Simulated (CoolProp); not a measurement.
Dimethyl ether at several states: fugacity coefficient from the reference equation and from simpler models built on Tc = 400.4 K, pc = 5.337 MPa, ω = 0.196; each cubic takes its own stable root.

The numbers come from the reference Helmholtz-energy equation of state, Wu 2011 in CoolProp.

| T (K) | p (MPa) | phase | reference |
|---|---|---|---|
| 448.4 | 14.3 | supercritical | 0.4836 |
| 168.3 | 2.49 | liquid | 0.0001825 |
| 440.5 | 0.0462 | gas | 0.9977 |
| 184.8 | 0.094 | liquid | 0.02159 |
| 317.5 | 0.134 | gas | 0.9809 |

**Question.** How far does each simpler model (van der Waals, Redlich-Kwong, Soave-Redlich-Kwong, Peng-Robinson) lie from the reference over these 5 states: mean and median of the absolute difference, and the worst?

**Answer.** 
- van der Waals: mean 2874.5 %, median 2.1 %, worst +10415.1 % at 168.3 K and 2.49 MPa
- Redlich-Kwong: mean 34.1 %, median 1.1 %, worst +86.5 % at 168.3 K and 2.49 MPa
- Soave-Redlich-Kwong: mean 1.7 %, median 0.4 %, worst +6.5 % at 448.4 K and 14.3 MPa
- Peng-Robinson: mean 4.9 %, median 0.1 %, worst +15.1 % at 168.3 K and 2.49 MPa
